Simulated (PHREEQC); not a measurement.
Dissolve 0.0096 mol/kgw H3PO4, 0.0037 mol/kgw HNO3 and 1.7e-05 mol/kgw H4SiO4 at 25 °C. Closed to the air; pH follows from the charge balance.

Computed with PHREEQC (ion-association model, phreeqc.dat).

Precipitation was switched off in this run.

Task: What pH does the model give?

Result: pH 2.11.

Task: In which forms is P present?

Result: H3PO4 51 %, H2PO4- 49 % of the P.
